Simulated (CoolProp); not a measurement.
cis-2-butene at 309.13 K and 0.0349 MPa is compressed adiabatically to 0.16 MPa with isentropic efficiency 0.7. Each further row changes one setting.

Model: reference Helmholtz-energy equation of state, Lemmon 2005, in CoolProp. It is a short technical equation, of lower accuracy than the large ones.

```csv
case,work (kJ/kg),final temperature (K),final density (kg/m³)
as stated,106,___,2.93
efficiency 1,74.0,___,3.09
efficiency 0.65,114,380.9,___
```

Problem. Complete the blanks.

Solution. 
- as stated, final temperature (K): 376.4
- efficiency 1, final temperature (K): 358.1
- efficiency 0.65, final density (kg/m³): 2.89
